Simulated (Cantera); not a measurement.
Standard-state values (1 bar) from the NASA 1993 polynomials, evaluated with Cantera. Values are per mole of reaction as written; species without (g) are pure solids or liquids, kept so even where they would boil at 1 bar.

2 TiO2 + 2 HCl(g) → 2 Cl(g) + H2O(g) + Ti2O3, with ΔH° = 554.1 kJ and ΔS° = 122.4 J/K at 300 K.

### Question
How far is the shortcut ΔG° ≈ ΔH°(300 K) − T·ΔS°(300 K) from the full temperature-dependent value at 1798, 1848, 1898, 1948, 1998, 2048, 2098 K?

### Answer
```
T (K)  shortcut (kJ)  full (kJ)  difference (kJ)  difference in log10 K
-----  -------------  ---------  ---------------  ---------------------
1798           334.1      302.9             31.2                  -0.91
1848           328.0      295.1             32.9                  -0.93
1898           321.9      287.3             34.6                  -0.95
1948           315.7      279.4             36.3                  -0.97
1998           309.6      271.6             38.1                  -0.99
2048           303.5      263.7             39.8                  -1.02
2098           297.4      255.8             41.6                  -1.04
```
The shortcut ignores the heat-capacity change of the reaction.
